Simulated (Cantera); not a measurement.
Charge: 1 mol SiH4, 5.5 mol N2, 11 mol NH3, equilibrated at 1330 Pa.

These are equilibrium values from Cantera (NASA tables, ideal gas, pure condensed phases), not measurements of a reactor. Candidate condensed phases: Si, Si3N4; 18 gas species. The numbers say what is thermodynamically allowed, not how fast it happens. All values below are at 1323 K.

Base state: H2 0.642, N2 0.358, H 1.10e-5 (mole fractions); condensed: Si3N4(s).

### Question
What changes in the equilibrium state with this change: SiH4 replaced by Si2Cl6?

### Answer
| species | before | after |
|---|---|---|
| H2 | 0.642 | 0.465 |
| N2 | 0.358 | 0.332 |
| HCl | 0 | 0.201 |
| SiCl2 | 0 | 0.000825 |
| SiCl4 | 0 | 0.000437 |
| SiCl3 | 0 | 0.000257 |
| SiHCl3 | 0 | 5.12e-5 |
| H | 1.10e-5 | 9.36e-6 |
| Si3N4(s), mol | 0.333 | 0.651 |
The feed counts by its element totals alone. The tables' values for SiCl3 are old estimates; treat these amounts as uncertain. Further candidate phases: NH4Cl.
